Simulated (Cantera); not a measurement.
Iron carbonyl, mercury and lead vapours: HgO + H₂ + N₂

A closed system holds: 1 mol HgO, 0.65 mol H₂, 0.3 mol N₂, held at 24.8 Torr.

These are equilibrium values from Cantera (NASA tables, ideal gas, pure condensed phases), not measurements of a reactor. Candidate condensed phases: H₂O, Hg, HgO; 25 gas species. The numbers say what is thermodynamically allowed, not how fast it happens.

| T (K) | log p Hg | log p H₂O | log p N₂ | log p O₂ | n HgO(s) |
|---|---|---|---|---|---|
| 498 | -1.87 | -1.87 | -2.21 | -6.65 | 0.350 |
| 598 | -1.81 | -2.00 | -2.33 | -2.57 | 0 |
| 698 | -1.81 | -2.00 | -2.33 | -2.57 | 0 |
| 798 | -1.81 | -2.00 | -2.33 | -2.57 | 0 |
| 898 | -1.81 | -2.00 | -2.33 | -2.57 | 0 |
| 998 | -1.81 | -2.00 | -2.33 | -2.57 | 0 |
| 1098 | -1.81 | -2.00 | -2.33 | -2.57 | 0 |
| 1198 | -1.81 | -2.00 | -2.33 | -2.57 | 0 |
| 1298 | -1.81 | -2.00 | -2.33 | -2.57 | 0 |
| 1398 | -1.81 | -2.00 | -2.33 | -2.57 | 0 |
| 1498 | -1.81 | -2.00 | -2.33 | -2.57 | 0 |
| 1598 | -1.81 | -2.00 | -2.33 | -2.57 | 0 |
log p: log10 of the partial pressure in bar; n: condensed amount in mol.

At 498 K the condensed part is HgO(s). From 598 K to 1598 K nothing is condensed. The main Hg-bearing gas is Hg throughout.
